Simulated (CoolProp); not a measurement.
Aqueous calcium chloride as a coolant, 5 % by mass, freezing at -2.4 °C, 1 atm.

Values from CoolProp's Melinder's fits for secondary coolants.

| T (°C) | conductivity (W/(m K)) | viscosity (mPa s) | density (kg/m³) | Prandtl number |
|---|---|---|---|---|
| -1.3 | 0.557 | 2.07 | ? | 14.4 |
| 5.2 | 0.568 | 1.68 | 1042 | 11.5 |
| 11.8 | 0.579 | 1.40 | 1041 | 9.35 |
| 18.3 | 0.590 | 1.19 | 1040 | 7.81 |
| 24.9 | 0.601 | ? | 1039 | 6.61 |
| 31.4 | ? | 0.892 | ? | 5.69 |
| 37.9 | 0.622 | 0.786 | 1033 | 4.95 |

Problem. Complete the blanks.

Solution. 
- -1.3, density (kg/m³): 1044
- 24.9, viscosity (mPa s): 1.02
- 31.4, conductivity (W/(m K)): 0.612
- 31.4, density (kg/m³): 1037
